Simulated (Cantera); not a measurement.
A closed system holds: 1 mol Al(CH3)3, 11 mol N2, 8.9 mol H2, at 0.230 bar.

Method: chemical equilibrium by Gibbs-energy minimisation in Cantera with the NASA 1993 tables (ideal gas, pure condensed phases). Candidate condensed phases: Al, AlN, C, C6H6, C7H8, C8H18; 97 gas species. The feed counts by its element totals alone. Kinetics and transport are ignored.

Q: Which condensed phases are stable at each of these points (T (K)): 723, 798, 873, 948, 1023, 1098, 1173, 1248, 1323?

A: 
```tsv
T (K)	condensed phases	Al condensed (%)
723	AlN(s)	100.0
798	AlN(s) + C(graphite)	100.0
873	AlN(s) + C(graphite)	100.0
948	AlN(s) + C(graphite)	100.0
1023	AlN(s) + C(graphite)	100.0
1098	AlN(s) + C(graphite)	100.0
1173	AlN(s) + C(graphite)	100.0
1248	AlN(s) + C(graphite)	100.0
1323	AlN(s) + C(graphite)	100.0
```

At 723 K the condensed part is AlN(s). From 798 K to 1323 K the condensed part is AlN(s) + C(graphite).
